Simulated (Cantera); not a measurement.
A perfectly stirred reactor is fed with CH₄ : C₂H₆ : O₂ : N₂ = 1 : 0.042 : 1.34 : 6.31 (molar parts), equivalence ratio 1.6, at 150 Torr; it is adiabatic with a 775 K inlet, and is followed from long to short residence time, starting on the burning branch (τ in s: 0.42, 0.14, 0.05, 0.017, 0.006, 0.0021, 0.00072, 0.00025, 8.6e-05).

Computed with Cantera and GRI-Mech 3.0 (53 species, 325 reactions).

Predict: blow-out, bracketed by the residence times tried; x(CH₄) at τ = 0.420 s; x(C₂H₆) at τ = 0.420 s; x(O₂) at τ = 0.420 s; x(CO₂) at τ = 0.420 s; x(HO₂) at τ = 0.420 s; x(CH₄) at τ = 6.00 ms; x(C₂H₆) at τ = 6.00 ms; x(O₂) at τ = 6.00 ms; x(CO₂) at τ = 6.00 ms; x(HO₂) at τ = 6.00 ms.


```
Quantity                                                                        Value
------------------------------------------------  -----------------------------------
blow-out, bracketed by the residence times tried  burning at 2.10 ms, out at 0.720 ms
x(CH₄) at τ = 0.420 s                                                         4.92e-5
x(C₂H₆) at τ = 0.420 s                                                        4.68e-8
x(O₂) at τ = 0.420 s                                                          5.07e-5
x(CO₂) at τ = 0.420 s                                                          0.0297
x(HO₂) at τ = 0.420 s                                                         4.80e-9
x(CH₄) at τ = 6.00 ms                                                        0.000999
x(C₂H₆) at τ = 6.00 ms                                                        3.35e-6
x(O₂) at τ = 6.00 ms                                                          0.00185
x(CO₂) at τ = 6.00 ms                                                          0.0284
x(HO₂) at τ = 6.00 ms                                                         2.75e-7
```
